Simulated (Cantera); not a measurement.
Input: 1 mol Ni, 0.2 mol NH₃, 52 mol H₂, equilibrated at 44.0 Pa.

Cantera equilibrium calculation (NASA polynomials, part measured and part estimated; ideal gas, pure solids and liquids). Candidate condensed phases: Ni; 10 gas species. Equilibrium is a limit: real reactors are often held back by kinetics, nucleation or transport.

x: gas mole fraction; n: condensed amount in mol.

| T (°C) | x H₂ | x H | x Ni | x N₂ | x NH₃ | n Ni(s) |
|---|---|---|---|---|---|---|
| 450 | 0.998 | 4.02e-12 | <1e-12 | 0.00191 | 1.35e-7 | 1.00 |
| 550 | 0.998 | 3.49e-10 | <1e-12 | 0.00191 | 4.57e-8 | 1.00 |
| 650 | 0.998 | 1.17e-8 | <1e-12 | 0.00191 | 1.94e-8 | 1.00 |
| 750 | 0.998 | 1.97e-7 | 1.55e-11 | 0.00191 | 9.61e-9 | 1.00 |
| 850 | 0.998 | (withheld) | (withheld) | 0.00191 | (withheld) | 1.00 |
| 950 | 0.998 | 1.43e-5 | 5.46e-8 | 0.00191 | 3.30e-9 | 1.000 |
| 1050 | 0.998 | (withheld) | (withheld) | 0.00191 | (withheld) | 1.000 |
| 1150 | 0.998 | 0.000316 | 1.88e-5 | 0.00191 | 1.52e-9 | 0.999 |
| 1250 | 0.997 | 0.00110 | 0.000195 | 0.00191 | 1.11e-9 | 0.990 |
| 1350 | 0.993 | 0.00328 | 0.00150 | 0.00190 | 8.35e-10 | 0.921 |
| 1450 | 0.980 | 0.00861 | 0.00907 | 0.00188 | 6.40e-10 | 0.518 |
| 1550 | 0.959 | 0.0202 | 0.0185 | 0.00185 | 4.96e-10 | 0 |
| 1650 | 0.936 | 0.0435 | 0.0183 | 0.00183 | 3.92e-10 | 0 |
| 1750 | 0.895 | 0.0856 | 0.0179 | 0.00179 | 3.05e-10 | 0 |

### Question
Fill in the missing entries.

### Answer

- 1050, x H: 7.55e-5
- 1050, x Ni: 1.27e-6
- 1050, x NH₃: 2.17e-9
- 850, x H: 2.03e-6
- 850, x Ni: 1.33e-9
- 850, x NH₃: 5.38e-9
